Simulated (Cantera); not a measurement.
What does this Cantera script print?

```python
import numpy as np
import cantera as ct

gas_names = """
    C2H6 H2
""".split()
cond_names = """
    Ta(cr) Ta(L) TaC(s) TaC(L)
""".split()


# ... load() reads the species with a 1 bar reference pressure and builds the phases ...
species = {s.name: s for s in load("nasa_gas.yaml", gas_names) + load("nasa_condensed.yaml", cond_names)}
# Each term lists the table entries of one substance; the one whose range holds T is used.
reactions = {
    'C2H6(g) + 2 Ta = 3 H2(g) + 2 TaC':
        [(-1, ['C2H6']), (-2, ['Ta(cr)', 'Ta(L)']), (3, ['H2']), (2, ['TaC(s)', 'TaC(L)'])],
}


def pick(names, T):
    return next(species[n] for n in names if species[n].thermo.min_temp <= T <= species[n].thermo.max_temp)


results = []
for label, terms in reactions.items():
    print(label)
    print("     T/K   dH/kJ  dS/(J/K)   dG/kJ   log10 K")
    for T in [1850, 1900, 1950, 2000, 2050, 2100, 2150, 2200, 2250, 2300, 2350]:
        used = [(nu, pick(names, T)) for nu, names in terms]
        dH = sum(nu * s.thermo.h(T) for nu, s in used) / 1e6
        dS = sum(nu * s.thermo.s(T) for nu, s in used) / 1e3
        dG = dH - T * dS / 1e3
        logK = -dG * 1e6 / (ct.gas_constant * T * np.log(10))
        results.append((label, T, dH, dS, dG, logK, [s.name for _, s in used]))
        print(f"{T:8g} {dH:8.1f} {dS:8.1f} {dG:8.1f} {logK:8.2f}")
```

It prints:

```
C2H6(g) + 2 Ta = 3 H2(g) + 2 TaC
     T/K   dH/kJ  dS/(J/K)   dG/kJ   log10 K
    1850   -174.7    217.1   -576.4    16.27
    1900   -174.7    217.1   -587.3    16.14
    1950   -174.7    217.1   -598.1    16.02
    2000   -174.7    217.1   -609.0    15.90
    2050   -174.7    217.1   -619.8    15.79
    2100   -174.7    217.1   -630.7    15.69
    2150   -174.7    217.1   -641.5    15.59
    2200   -174.7    217.1   -652.4    15.49
    2250   -174.7    217.1   -663.3    15.40
    2300   -174.7    217.1   -674.1    15.31
    2350   -174.8    217.1   -685.0    15.22
```

Cantera with NASA thermochemical tables; ideal gases at 1 bar, condensed phases pure. TaC: taken at fixed stoichiometry. Condensed species are held in their standard states even where they would react or evaporate.
